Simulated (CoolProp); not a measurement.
Vapour-liquid equilibrium of R134a (1) + R1234ze(E) (2) at 14.5 bar; x and y are mole fractions of (1).

The numbers come from the multi-fluid Helmholtz-energy mixture model, Tillner-Roth 1994 and Thol 2016; pair parameters Bell 2022 in CoolProp.

```
x     bubble temperature (°C)  y at the bubble point  dew temperature at overall composition x (°C)  liquid density (mol/L)
----  -----------------------  ---------------------  ---------------------------------------------  ----------------------
0.05                     64.4             (withheld)                                           64.6              (withheld)
0.2                      61.8                  0.241                                           62.4                   9.190
0.35                     59.7                  0.399                                           60.4                   9.448
0.5                      58.0                  0.546                                           58.5              (withheld)
0.65               (withheld)                  0.685                                           56.9                   9.974
0.8                (withheld)                  0.821                                           55.5                   10.25
0.95                     54.2                  0.956                                           54.2                   10.53
```

**Question.** What belongs in the gaps?

**Answer.** 
- 0.05, y at the bubble point: 0.064
- 0.05, liquid density (mol/L): 8.929
- 0.5, liquid density (mol/L): 9.708
- 0.65, bubble temperature (°C): 56.5
- 0.8, bubble temperature (°C): 55.3

No azeotrope shows between x = 0.05 and 0.95.

The pair parameters rest on a limited set of measurements; away from them the model extrapolates.
